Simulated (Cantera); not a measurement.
Input: 1 mol Si3N4, 0.9 mol N2O, 86 mol H2, equilibrated at 1.00 Pa.

These are equilibrium values from Cantera (NASA tables, ideal gas, pure condensed phases), not measurements of a reactor. Candidate condensed phases: H2O, Si, SiO2, Si2N2O, Si3N4; 35 gas species. Mutual solubility and eutectic melting of coexisting phases are not modelled. Equilibrium is a limit: real reactors are often held back by kinetics, nucleation or transport.

Question: What share of the Si ends up in condensed phases as a function of T (°C), at 877, 902, 927, 952, 977, 1002, 1027, 1052, 1077, 1102, 1127, 1152, 1177, 1202?

Answer: 
```
T (°C)  Si condensed (%)                    as
------  ----------------  --------------------
877                100.0  Si2N2O(s) + Si3N4(s)
902                100.0  Si2N2O(s) + Si3N4(s)
927                100.0  Si2N2O(s) + Si3N4(s)
952                 99.9  Si2N2O(s) + Si3N4(s)
977                 99.8  Si2N2O(s) + Si3N4(s)
1002                99.6     Si(s) + Si2N2O(s)
1027                98.0     Si(s) + Si2N2O(s)
1052                92.3     Si(s) + Si2N2O(s)
1077                74.4     Si(s) + Si2N2O(s)
1102                69.9                 Si(s)
1127                69.7                 Si(s)
1152                69.5                 Si(s)
1177                69.1                 Si(s)
1202                68.2                 Si(s)
```
